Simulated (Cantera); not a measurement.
Input: 1 mol SiH₂Cl₂, 1.2 mol C₂H₂, 61 mol H₂, equilibrated at 1000 K and 19.0 mbar.

These are equilibrium values from Cantera (NASA tables, ideal gas, pure condensed phases), not measurements of a reactor. Candidate condensed phases: C, C₆H₆, C₇H₈, C₈H₁₈, Si, SiC; 109 gas species. Equilibrium is a limit: real reactors are often held back by kinetics, nucleation or transport.

Base state: H₂ 0.967, HCl 0.0310, CH₄ 0.00170, SiCl₄ 3.43e-5 (mole fractions); condensed: C(graphite) + SiC(s).

Task: What changes in the equilibrium state with this change: temperature from 1000 K to 1623 K?

Result: 
```json
[
 {"species": "H₂", "before": "0.967", "after": "0.968"},
 {"species": "HCl", "before": "0.0310", "after": "0.0311"},
 {"species": "H", "before": "1.62e-8", "after": "0.000493"},
 {"species": "CH₄", "before": "0.00170", "after": "2.64e-5"},
 {"species": "SiCl₂", "before": "6.60e-7", "after": "3.96e-5"},
 {"species": "C₂H₂ (acetylene)", "before": "1.10e-9", "after": "3.37e-5"},
 {"species": "SiCl₄", "before": "3.43e-5", "after": "2.52e-9"},
 {"species": "Cl", "before": "<1e-9", "after": "1.25e-5"},
 {"species": "C(graphite), mol", "before": "1.29", "after": "1.40"},
 {"species": "SiC(s), mol", "before": "0.997", "after": "0.997"}
]
```
